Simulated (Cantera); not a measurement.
Input (Python, Cantera) and output of one run.

```python
import numpy as np
import cantera as ct

gas_names = """
    Fe FeO Fe(OH)2 H HO2 H2 H2O H2O2 H2S H2SO4 O OH O2 O3 S SH SO SO2 SO3 S2 S2O S8
""".split()
cond_names = """
    Fe(a) Fe(c) Fe(d) Fe(L) FeO(s) FeO(L) Fe(OH)2(s) Fe(OH)3(s) FeS(a) FeS(b) FeS(c) FeS(L) FeSO4(s)
    FeS2(s) Fe2O3(s) Fe2S3O12(s) Fe3O4(s) H2O(s) H2O(L) H2SO4(L) S(cr1) S(cr2) S(L)
""".split()


# ... load() reads the species with a 1 bar reference pressure and builds the phases ...
atoms = {
    'FeS': {'Fe': 1, 'S': 1},
    'O2': {'O': 2},
    'H2O': {'H': 2, 'O': 1},
}
top_T = {'FeSO4(s)': 950, 'FeS2(s)': 1010, 'Fe2O3(s)': 1830, 'Fe2S3O12(s)': 1100, 'Fe3O4(s)': 1870}  # K; cautious upper limits of use, not melting points


# ... equilibrate(T, P, feed) seeds the gas with the atoms and calls Mixture.equilibrate('TP', solver="vcs", rtol=1e-11, max_steps=5000) ...
results = []
feed = {'FeS': 1, 'O2': 0.77, 'H2O': 0.19}  # mol
P = 100000  # Pa
for T in [1123, 1173, 1223, 1273, 1323, 1373, 1423, 1473, 1523, 1573, 1623]:
    mix = equilibrate(T, P, feed)
    results.append((T, P, feed, dict(zip(mix.species_names, mix.species_moles))))

top = {s: max(r[3][s] / sum(r[3][g] for g in gas_names) for r in results) for s in gas_names}
cols = sorted((s for s in top if top[s] > 0.001), key=lambda s: -top[s])[:5]
seen = [c for c in cond_names if any(r[3].get(c, 0) > 1e-12 for r in results)]
print("log10 of partial pressures in bar; condensed amounts in mol")
print(f"{'T/K':>10s}" + "".join(f"{s[:9]:>10s}" for s in cols + seen))
for T, P, feed, n in results:
    ng = sum(n[g] for g in gas_names)
    print(f"{T:10.4g}" + "".join(f"{np.log10(max(n[s] / ng * P / 1e5, 1e-99)):10.3f}" for s in cols)
          + "".join(f"{n.get(c, 0):10.4g}" for c in seen))
```

Output:

```
log10 of partial pressures in bar; condensed amounts in mol
       T/K       SO2       H2O        S2        H2       H2S    FeO(s)    FeS(c)    FeS(L)  Fe3O4(s)
      1123    -0.170    -0.551    -1.519    -2.983    -2.125         0    0.5076         0    0.1641
      1173    -0.174    -0.552    -1.443    -2.829    -2.112         0    0.5025         0    0.1658
      1223    -0.178    -0.554    -1.374    -2.687    -2.100         0    0.4971         0    0.1676
      1273    -0.182    -0.556    -1.312    -2.557    -2.090         0    0.4913         0    0.1696
      1323    -0.187    -0.559    -1.254    -2.436    -2.081         0    0.4852         0    0.1716
      1373    -0.192    -0.562    -1.202    -2.324    -2.073         0    0.4789         0    0.1737
      1423    -0.197    -0.565    -1.155    -2.221    -2.067         0    0.4723         0    0.1759
      1473    -0.193    -0.610    -1.058    -2.157    -2.068    0.6117         0    0.3883         0
      1523    -0.200    -0.615    -1.009    -2.065    -2.058    0.6236         0    0.3764         0
      1573    -0.208    -0.622    -0.964    -1.980    -2.049    0.6361         0    0.3639         0
      1623    -0.217    -0.628    -0.923    -1.901    -2.041    0.6491         0    0.3509         0
```

Equilibrium computed with Cantera from the NASA thermochemical tables; the gas is ideal and each condensed phase is pure. Metal and sulfide melt together well below either melting point, which pure phases cannot show. Mutual solubility and eutectic melting of coexisting phases are not modelled. The tables' stoichiometric FeO is somewhat more stable than real wüstite, so its field is too wide. FeO, FeS: taken at fixed stoichiometry. Gases not in the tables: S3 to S7.
